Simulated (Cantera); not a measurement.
A freely propagating, adiabatic, planar premixed flame of CO : H2 : O2 : N2 = 1 : 0.47 : 0.525 : 2.57 (molar parts), equivalence ratio 1.4, unburnt at 700 K and 0.810 bar; mixture-averaged transport, grid criteria slope 0.08 and curve 0.16, no radiation.

Cantera simulation using GRI-Mech 3.0 (53 species, 325 reactions); the numbers are that mechanism's predictions, not measurements. Burning velocities carry a grid error of a few per cent, more on coarse grids.

**Question.** What does this change do: inlet temperature 700 to 348 K?

**Answer.** 
```
quantity                    before     after
------------------------  --------  --------
laminar burning velocity  465 cm/s  125 cm/s
thermal thickness         0.973 mm  0.630 mm
peak x(HO2)               0.000139  0.000314
```

**Question.** What does this change do: inlet temperature 700 to 500 K?

**Answer.** 
```csv
quantity,before,after
laminar burning velocity,465 cm/s,233 cm/s
thermal thickness,0.973 mm,0.781 mm
peak x(HO2),0.000139,0.000235
```

**Question.** What does this change do: 0.26 parts H2O added?

**Answer.** 
| quantity | before | after |
|---|---|---|
| laminar burning velocity | 465 cm/s | 429 cm/s |
| thermal thickness | 0.973 mm | 0.884 mm |
| peak x(HO2) | 0.000139 | 0.000184 |
